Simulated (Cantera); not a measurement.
Charge: 1 mol Si, 0.74 mol Br2, 1.1 mol H2, held at 1500 K and 5.80 Pa.

Method: chemical equilibrium by Gibbs-energy minimisation in Cantera with the NASA 1993 tables (ideal gas, pure condensed phases). The tables' values for SiBr, SiBr3 are old estimates; treat these amounts as uncertain. Equilibrium is a limit: real reactors are often held back by kinetics, nucleation or transport.

```csv
species,before,after
SiBr2,0.242,0.634
HBr,0.215,0.153
Br,0.0731,0.118
H2,0.467,0.0902
SiBr4,7.64e-6,5.25e-5
SiBr3,0.000313,0.00133
H,0.00158,0.000694
SiBr,0.00130,0.00210
Si,0.000181,0.000181
"Si(s), mol",0.534,0.389
```
Gas species are given as mole fractions.

Task: Which change was made?
(A) H2 from 1.1 to 0.16 mol
(B) temperature from 1500 K to 1698 K
(C) pressure from 5.80 Pa to 440 Pa
(D) pressure from 5.80 Pa to 190 Pa

Result: A, H2 from 1.1 to 0.16 mol
